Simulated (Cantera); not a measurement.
**Catalytic combustion on Pt**

An isothermal plug-flow reactor at 650 K and 518 Torr (inlet), inlet velocity 2 m/s, active area per volume 2700 1/m; feed CO : O2 : N2 : H2O = 0.002 : 0.012 : 0.79 : 0.056 (molar parts), equivalence ratio 0.083.

Computed with Cantera and Deutschmann's 1995 Pt surface mechanism with GRI-Mech 3.0 gas chemistry. Catalytic surfaces can have several steady states; this one follows from the mechanism file's or the stated starting coverage. Mass transfer to the wall is taken as infinitely fast.

| z (m) | x CO | x O2 | x H2O | x CO2 | θ free Pt | θ O* | θ OH* | θ CO* |
|---|---|---|---|---|---|---|---|---|
| 4.3e-05 | 0.00227 | 0.0139 | 0.0651 | 5.24e-5 | 0.0607 | 0.0128 | 0.00167 | 0.925 |
| 9.2e-05 | 0.00221 | 0.0139 | 0.0651 | 0.000114 | 0.0619 | 0.0133 | 0.00172 | 0.923 |
| 0.0002 | 0.00207 | 0.0138 | 0.0651 | 0.000260 | 0.0651 | 0.0148 | 0.00185 | 0.918 |
| 0.00043 | 0.00169 | 0.0136 | 0.0651 | 0.000636 | 0.0767 | 0.0206 | 0.00237 | 0.900 |
| 0.00092 | 0.000724 | 0.0132 | 0.0652 | 0.00160 | 0.0245 | 0.965 | 0.00920 | 0.00172 |
| 0.002 | 0.000615 | 0.0131 | 0.0652 | 0.00171 | 0.0168 | 0.975 | 0.00765 | 0.000679 |
| 0.0043 | 0.000502 | 0.0131 | 0.0652 | 0.00183 | 0.0136 | 0.979 | 0.00690 | 0.000362 |
x: gas mole fraction; θ: surface coverage.
